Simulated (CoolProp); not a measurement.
Vapour-liquid equilibrium of CH2F2 (R32) (1) + R1234ze(E) (2) at -22.95 °C; x and y are mole fractions of (1).

The numbers come from the multi-fluid Helmholtz-energy mixture model, Tillner-Roth 1997 and Thol 2016; pair parameters Bell 2023 in CoolProp.

```csv
x,"bubble pressure, mixture model (bar)","bubble pressure, Raoult's law (bar)","y, mixture model","y, Raoult's law"
0.05,1.029,0.9882,0.209,0.183
0.15,1.374,1.266,…,0.430
0.25,1.693,1.543,0.605,0.587
0.35,1.987,1.821,0.700,0.697
0.45,2.258,2.098,…,0.777
0.55,2.511,2.376,0.822,0.839
0.65,2.754,2.653,0.867,0.888
0.75,2.995,2.931,…,0.928
0.85,3.241,3.208,0.946,0.960
0.95,3.494,3.486,0.982,0.988
```

**Question.** What belongs in the gaps?

**Answer.** 
- 0.15, y, mixture model: 0.460
- 0.45, y, mixture model: 0.768
- 0.75, y, mixture model: 0.908

The largest gap from Raoult's law is +9.7 % in bubble pressure, at x = 0.25. No azeotrope shows between x = 0.05 and 0.95.

Pair parameters are fitted to limited data, so mixtures are less certain than the pure fluids.
